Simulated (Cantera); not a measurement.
**Thermodynamics of halide evaporation, hydrolysis and transport, feed CaF2 + HF + H2**

Charge: 1 mol CaF2, 0.16 mol HF, 0.94 mol H2, equilibrated at 1398.15 K.

These are equilibrium values from Cantera (NASA tables, ideal gas, pure condensed phases), not measurements of a reactor. Candidate condensed phases: Ca, CaF2; 15 gas species. Rates play no part.

```tsv
P (Pa)	x H2	x CaF2	x HF	x H	x CaF	x Ca	x H2F2	n CaF2(s)
0.100	0.668	0.208	0.117	0.00388	0.00236	0.000220	<1e-12	0.705
1	0.835	0.0208	0.142	0.00137	6.87e-5	1.86e-6	3.04e-12	0.977
10	0.852	0.00208	0.145	0.000438	2.15e-6	1.82e-8	3.16e-11	0.998
100	0.854	0.000208	0.145	0.000139	6.80e-8	1.82e-10	3.17e-10	1.000
1000	0.854	2.08e-5	0.145	4.38e-5	2.15e-9	1.82e-12	3.17e-9	1.000
10000	0.855	2.08e-6	0.145	1.39e-5	6.80e-11	<1e-12	3.17e-8	1.000
100000	0.855	2.08e-7	0.145	4.38e-6	2.15e-12	<1e-12	3.17e-7	1.00
```
x: gas mole fraction; n: condensed amount in mol.

From 0.000750 Torr to 750 Torr the condensed part is CaF2(s). The main Ca-bearing gas is CaF2 throughout.
